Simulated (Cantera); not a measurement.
**AlCl3 + N2O + N2 (aluminium nitride and oxide growth)**

Input: 1 mol AlCl3, 12 mol N2O, 8.5 mol N2, held at 5.50 mbar.

These are equilibrium values from Cantera (NASA tables, ideal gas, pure condensed phases), not measurements of a reactor. Candidate condensed phases: Al, AlCl3, AlN, Al2O3; 24 gas species. Equilibrium is a limit: real reactors are often held back by kinetics, nucleation or transport.

```
T (°C)  log p N2  log p O2  log p Cl  log p Cl2  n Al2O3(s)
------  --------  --------  --------  ---------  ----------
1152       -2.40     -2.99     -3.44      -3.95       0.500
1202       -2.40     -2.99     -3.37      -4.12       0.500
1252       -2.40     -3.00     -3.32      -4.31       0.500
1302       -2.40     -3.00     -3.29      -4.52       0.500
1352       -2.41     -3.00     -3.27      -4.74       0.500
1402       -2.41     -3.00     -3.26      -4.97       0.500
1452       -2.41     -3.00     -3.25      -5.18       0.500
1502       -2.41     -3.00     -3.25      -5.39       0.500
1552       -2.41     -3.00     -3.25      -5.59       0.500
1602       -2.41     -3.01     -3.24      -5.78       0.500
1652       -2.41     -3.01     -3.24      -5.96       0.500
1702       -2.41     -3.01     -3.24      -6.14       0.500
```
log p: log10 of the partial pressure in bar; n: condensed amount in mol.

From 1152 °C to 1702 °C the condensed part is Al2O3(s). The main Al-bearing gas is AlCl3 at 1152 °C and AlOCl at 1702 °C.
